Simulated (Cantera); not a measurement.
## Ignition delay

Mixture: CH₄ : H₂ : O₂ : N₂ = 1 : 0.046 : 1.06 : 4.68 (molar parts), at 45000 Pa, adiabatic and at constant volume. Ignition delay is the time to a rise of 400 K.

Cantera simulation using GRI-Mech 3.0 (53 species, 325 reactions); the numbers are that mechanism's predictions, not measurements.

```
T0 (K)  delay (ms)
------  ----------
1225          58.0
1300          22.0
1375          8.88
1450          3.87
1525          1.84
1600         0.956
```

| Item | Value |
|---|---|
| apparent activation energy between 1450 and 1600 K | 180 kJ/mol |
